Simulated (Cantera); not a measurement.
Charge: 1 mol Al2O3, 0.2 mol O2, equilibrated at 0.0133 bar.

Cantera equilibrium calculation (NASA polynomials, part measured and part estimated; ideal gas, pure solids and liquids). Candidate condensed phases: Al, Al2O3; 9 gas species. Rates play no part.

Question: Which condensed phases are stable at each of these points (T (K)): 1373, 1473, 1573, 1673, 1773, 1873, 1973, 2073, 2173, 2273, 2373, 2473?

Answer: 
```tsv
T (K)	condensed phases	Al condensed (%)
1373	Al2O3(s)	100.0
1473	Al2O3(s)	100.0
1573	Al2O3(s)	100.0
1673	Al2O3(s)	100.0
1773	Al2O3(s)	100.0
1873	Al2O3(s)	100.0
1973	Al2O3(s)	100.0
2073	Al2O3(s)	100.0
2173	Al2O3(s)	100.0
2273	Al2O3(s)	100.0
2373	Al2O3(l)	100.0
2473	Al2O3(l)	100.0
```

From 1373 K to 2273 K the condensed part is Al2O3(s). From 2373 K to 2473 K the condensed part is Al2O3(l).
